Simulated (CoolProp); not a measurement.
Vapour-liquid equilibrium of carbon dioxide (1) + R125 (2) at 237.6 K; x and y are mole fractions of (1).

Values from CoolProp's multi-fluid Helmholtz-energy mixture model, Span 1996 and Lemmon 2005; pair parameters Bell 2016.

```json
[
 {"x": "0.05", "bubble pressure, mixture model (bar)": "(withheld)", "bubble pressure, Raoult's law (bar)": "2.305", "y, mixture model": "(withheld)", "y, Raoult's law": "0.256"},
 {"x": "0.2", "bubble pressure, mixture model (bar)": "4.320", "bubble pressure, Raoult's law (bar)": "3.803", "y, mixture model": "0.637", "y, Raoult's law": "0.620"},
 {"x": "0.35", "bubble pressure, mixture model (bar)": "(withheld)", "bubble pressure, Raoult's law (bar)": "5.301", "y, mixture model": "0.771", "y, Raoult's law": "0.779"},
 {"x": "0.5", "bubble pressure, mixture model (bar)": "7.430", "bubble pressure, Raoult's law (bar)": "6.799", "y, mixture model": "0.844", "y, Raoult's law": "0.867"},
 {"x": "0.65", "bubble pressure, mixture model (bar)": "8.733", "bubble pressure, Raoult's law (bar)": "8.298", "y, mixture model": "0.896", "y, Raoult's law": "0.924"},
 {"x": "0.8", "bubble pressure, mixture model (bar)": "(withheld)", "bubble pressure, Raoult's law (bar)": "9.796", "y, mixture model": "(withheld)", "y, Raoult's law": "0.963"},
 {"x": "0.95", "bubble pressure, mixture model (bar)": "11.32", "bubble pressure, Raoult's law (bar)": "11.29", "y, mixture model": "0.984", "y, Raoult's law": "0.992"}
]
```

**Question.** What belongs in the gaps?

**Answer.** 
- 0.05, bubble pressure, mixture model (bar): 2.452
- 0.05, y, mixture model: 0.284
- 0.35, bubble pressure, mixture model (bar): 5.983
- 0.8, bubble pressure, mixture model (bar): 9.998
- 0.8, y, mixture model: 0.940

The largest gap from Raoult's law is +13.6 % in bubble pressure, at x = 0.2. No azeotrope shows between x = 0.05 and 0.95.

The pair parameters rest on a limited set of measurements; away from them the model extrapolates.
